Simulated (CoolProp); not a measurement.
A closed Brayton cycle with carbon dioxide: compressor inlet 311.15 K and 8.4 MPa, high pressure 22 MPa, turbine inlet 630 K, compressor efficiency 0.89, turbine efficiency 0.85, recuperator effectiveness 0 (on enthalpy, no pinch check). Each further row changes one setting.

Computed with CoolProp (reference Helmholtz-energy equation of state, Span 1996).

```csv
case,thermal efficiency (%),net work (kJ/kg),compressor to turbine work,compressor exit (K),turbine exit (K)
as stated,13.9,55.9,0.35,363.5,535.0
turbine inlet 580 K,13.7,46.6,0.39,363.5,488.3
compressor inlet 321.15 K,13.0,42.7,0.50,396.2,535.0
high pressure 18.7 MPa,11.9,49.3,0.33,354.5,550.9
recuperator effectiveness 0.5,18.7,55.9,0.35,363.5,535.0
```
